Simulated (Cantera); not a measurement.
## Premixed flame

A freely propagating, adiabatic, planar premixed flame of 37.1 % H₂, 13.2 % O₂, 49.7 % N₂, unburnt at 425 K and 6.10 bar; mixture-averaged transport, grid criteria slope 0.08 and curve 0.16, no radiation.

Cantera simulation using the H2/O2 subset of GRI-Mech 3.0, which has no nitrogen chemistry; the numbers are that mechanism's predictions, not measurements. The hydrogen kinetics of GRI-Mech 3.0 are dated; newer H2 mechanisms differ, most at raised pressure. Burning velocities carry a grid error of a few per cent, more on coarse grids.

```csv
z (mm),T (K),u (m/s),x H₂,x O₂,x HO₂,x H,x H₂O₂,x H₂O
-0.114,425,4.91,0.371,0.132,<1e-8,<1e-8,<1e-8,<1e-8
-0.0760,425,4.91,0.371,0.132,<1e-8,<1e-8,<1e-8,2.36e-8
-0.0570,425,4.91,0.371,0.132,3.23e-8,<1e-8,<1e-8,3.46e-7
-0.0380,426,4.91,0.369,0.133,1.21e-6,<1e-8,8.25e-8,1.01e-5
-0.0190,484,5.46,0.353,0.135,0.000384,9.52e-6,2.58e-5,0.00211
-0.00950,815,8.83,0.308,0.127,0.00110,0.00229,0.000132,0.0311
0,1291,13.6,0.235,0.0958,0.000472,0.0160,4.86e-5,0.105
0.00950,1630,17.0,0.167,0.0514,0.000214,0.0333,5.85e-6,0.190
0.0190,1819,18.8,0.129,0.0231,8.96e-5,0.0414,3.04e-6,0.241
0.0380,1992,20.5,0.109,0.00631,2.29e-5,0.0393,1.62e-6,0.273
0.0760,2135,21.7,0.109,0.00227,8.18e-6,0.0289,8.65e-7,0.285
0.152,2247,22.7,0.111,0.00106,3.71e-6,0.0188,4.90e-7,0.293
0.304,2325,23.4,0.113,0.000432,1.42e-6,0.0115,2.63e-7,0.299
```
x: mole fraction of selected species; z is measured from the peak of heat release.

```yaml
laminar_burning_velocity: 491 cm/s
thermal_thickness: 0.0380 mm
peak x(HO₂): 0.00127
peak x(H): 0.0422
peak x(H₂O₂): 0.000132
grid_points: 109
```
